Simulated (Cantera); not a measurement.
Input: 1 mol B2H6, 2.3 mol NH3, at 0.113 Torr.

Cantera equilibrium calculation (NASA polynomials, part measured and part estimated; ideal gas, pure solids and liquids). Candidate condensed phases: B, BN; 15 gas species. The feed counts by its element totals alone. Mutual solubility and eutectic melting of coexisting phases are not modelled. The tables' values for BH2 are old estimates; treat these amounts as uncertain. The numbers say what is thermodynamically allowed, not how fast it happens.

x: gas mole fraction; n: condensed amount in mol.

| T (K) | x H2 | x H | x B | x N2 | x BH2 | x BH | x BN | n BN(s) | n B(s) |
|---|---|---|---|---|---|---|---|---|---|
| 1373 | 0.977 | 0.000269 | 1.29e-12 | 0.0227 | 1.44e-8 | 1.02e-12 | <1e-12 | 2.00 | 0 |
| 1523 | 0.975 | 0.00186 | 1.37e-9 | 0.0227 | 6.60e-7 | 3.78e-10 | ___ | 2.00 | 0 |
| 1673 | 0.968 | 0.00915 | 4.13e-7 | 0.0226 | 1.50e-5 | 4.79e-8 | ___ | 2.00 | 0 |
| 1823 | 0.923 | 0.0340 | 3.49e-5 | 0.0431 | 0.000141 | 1.92e-6 | ___ | 1.71 | 0.291 |
| 1973 | 0.759 | 0.0960 | 0.000563 | 0.144 | 0.000304 | 1.52e-5 | ___ | 0 | 1.99 |
| 2123 | 0.628 | 0.232 | 0.00610 | 0.133 | 0.000571 | 8.86e-5 | ___ | 0 | 1.94 |
| 2273 | 0.404 | 0.436 | 0.0480 | 0.111 | 0.000747 | 0.000354 | ___ | 0 | 1.49 |
| 2423 | 0.171 | 0.599 | 0.145 | 0.0839 | 0.000293 | 0.000466 | ___ | 0 | 0 |

**Question.** Some entries are withheld; supply them.

**Answer.** 
- 1523, x BN: 1.42e-11
- 1673, x BN: 2.32e-9
- 1823, x BN: 1.62e-7
- 1973, x BN: 3.08e-6
- 2123, x BN: 2.20e-5
- 2273, x BN: 0.000114
- 2423, x BN: 0.000226
